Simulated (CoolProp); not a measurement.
R115 at 293.15 K and 0.49 MPa is throttled through a valve to 0.254 MPa with no heat exchange. Each further row changes one setting.

Model: reference Helmholtz-energy equation of state, Lemmon 2016, in CoolProp.

```
case                        temperature change (K)  final density (kg/m³)
--------------------------  ----------------------  ---------------------
as stated                               (withheld)             (withheld)
outlet pressure 0.0762 MPa              (withheld)             (withheld)
outlet pressure 0.33 MPa                (withheld)             (withheld)
```

Q: Some entries are withheld; supply them.

A: 
- as stated, temperature change (K): -3.9
- as stated, final density (kg/m³): 17.2
- outlet pressure 0.0762 MPa, temperature change (K): -6.6
- outlet pressure 0.0762 MPa, final density (kg/m³): 5.02
- outlet pressure 0.33 MPa, temperature change (K): -2.6
- outlet pressure 0.33 MPa, final density (kg/m³): 22.7
